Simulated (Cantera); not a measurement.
An isothermal, constant-pressure homogeneous reactor starts with H2 : O2 = 0.021 : 1 (molar parts), at 1125 K and 20.0 Torr.

Cantera simulation using the H2/O2 subset of GRI-Mech 3.0, which has no nitrogen chemistry; the numbers are that mechanism's predictions, not measurements. Radical loss at walls, strong at low pressure, is not modelled.

x: mole fraction; the columns are a selection and need not sum to one.

| t (s) | x H2 | x O2 | x H2O | x H | x HO2 | x O | x H2O2 |
|---|---|---|---|---|---|---|---|
| 3.00e-5 | 0.0206 | 0.979 | 1.00e-11 | 1.65e-10 | 2.45e-10 | 8.84e-11 | <1e-12 |
| 9.54e-5 | 0.0206 | 0.979 | 2.11e-10 | 3.69e-10 | 7.82e-10 | 6.13e-10 | <1e-12 |
| 0.000304 | 0.0206 | 0.979 | 4.13e-9 | 1.49e-9 | 2.52e-9 | 5.05e-9 | <1e-12 |
| 0.000965 | 0.0206 | 0.979 | 3.04e-7 | 6.03e-8 | 1.09e-8 | 2.49e-7 | 7.09e-12 |
| 0.00307 | ? | 0.971 | ? | ? | ? | ? | ? |
| 0.00977 | 0.000134 | 0.968 | 0.0195 | 0.00105 | 3.99e-6 | 0.0102 | 7.90e-8 |
| 0.0311 | ? | 0.975 | 0.0203 | ? | ? | ? | 7.44e-8 |
| 0.0988 | 9.43e-6 | 0.978 | 0.0206 | 1.99e-5 | 1.14e-6 | 0.000732 | 5.54e-8 |
| 0.314 | 1.22e-6 | 0.979 | 0.0207 | 9.77e-7 | 3.07e-7 | 9.79e-5 | 2.67e-8 |
| 1.00 | 1.63e-7 | 0.979 | 0.0208 | 5.10e-8 | 6.41e-8 | 1.36e-5 | 8.48e-9 |

### Question
What belongs in the gaps?

### Answer

- 0.00307, x H2: 0.00969
- 0.00307, x H2O: 0.00862
- 0.00307, x H: 0.00204
- 0.00307, x HO2: 6.06e-6
- 0.00307, x O: 0.00621
- 0.00307, x H2O2: 3.69e-7
- 0.0311, x H2: 5.03e-5
- 0.0311, x H: 0.000240
- 0.0311, x HO2: 2.67e-6
- 0.0311, x O: 0.00384
